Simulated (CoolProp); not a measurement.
Toluene along the isotherm 620 K: fugacity coefficient from the reference equation and from simpler models built on Tc = 591.7 K, pc = 4.126 MPa, ω = 0.266; each cubic takes its own stable root.

Values from CoolProp's reference Helmholtz-energy equation of state, Lemmon 2006. It is a short technical equation, of lower accuracy than the large ones.

```json
[
 {"p (MPa)": "0.0326", "phase": "gas", "reference": "0.9975"},
 {"p (MPa)": "0.0527", "phase": "gas", "reference": "0.9960"},
 {"p (MPa)": "0.0851", "phase": "gas", "reference": "0.9935"},
 {"p (MPa)": "0.138", "phase": "gas", "reference": "0.9895"},
 {"p (MPa)": "0.222", "phase": "gas", "reference": "0.9831"},
 {"p (MPa)": "0.359", "phase": "gas", "reference": "0.9728"},
 {"p (MPa)": "0.58", "phase": "gas", "reference": "0.9562"},
 {"p (MPa)": "0.937", "phase": "gas", "reference": "0.9297"},
 {"p (MPa)": "1.51", "phase": "gas", "reference": "0.8877"},
 {"p (MPa)": "2.45", "phase": "gas", "reference": "0.8205"},
 {"p (MPa)": "3.95", "phase": "gas", "reference": "0.7161"},
 {"p (MPa)": "6.39", "phase": "supercritical", "reference": "0.5484"},
 {"p (MPa)": "10.3", "phase": "supercritical", "reference": "0.3970"}
]
```

Q: How far does each simpler model (Soave-Redlich-Kwong, Peng-Robinson) lie from the reference over these 13 states: mean and median of the absolute difference, and the worst?

A: 
- Soave-Redlich-Kwong: mean 1.5 %, median 0.3 %, worst +8.5 % at 620 K and 10.3 MPa
- Peng-Robinson: mean 0.3 %, median 0.2 %, worst +2.0 % at 620 K and 10.3 MPa
